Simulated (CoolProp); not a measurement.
A Linde-Hampson liquefier for carbon monoxide: isothermal reversible compression at 280 K from 1 atm to 40 MPa, throttling to 1 atm, return gas leaving the recuperator 5 K below the feed. Each further row changes one setting.

Computed with CoolProp (reference Helmholtz-energy equation of state, Lemmon 2006). It is a short technical equation, of lower accuracy than the large ones.

```tsv
case	liquid yield per pass	compression work (kJ/kg of gas)
as stated	0.117	500
high pressure 80 MPa	0.076	585
warm-end temperature 310 K	0.085	559
warm-end gap 10 K	0.106	500
```
